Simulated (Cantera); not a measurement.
Mixture: CO : H2 : CH4 : O2 : N2 = 1 : 1.1 : 0.32 : 2.6 : 9.78 (molar parts), equivalence ratio 0.65, at 15000 Torr, adiabatic and at constant volume. Ignition delay is the time to a rise of 400 K.

Model: GRI-Mech 3.0 (53 species, 325 reactions), integrated in Cantera. The pressure lies above the range GRI-Mech 3.0 was tuned for (to about 10 atm). Where the delays flatten at high temperature, the 400 K rule measures the pace of heat release, not the induction time.

Q: Predict: delay at 1275 K; delay at 1425 K; delay at 1575 K; delay at 1725 K; delay at 1875 K; apparent activation energy between 1725 and 1875 K.

A: 
- delay at 1275 K = 29.8 µs
- delay at 1425 K = 5.15 µs
- delay at 1575 K = 1.86 µs
- delay at 1725 K = 0.972 µs
- delay at 1875 K = 0.607 µs
- apparent activation energy between 1725 and 1875 K = 84 kJ/mol
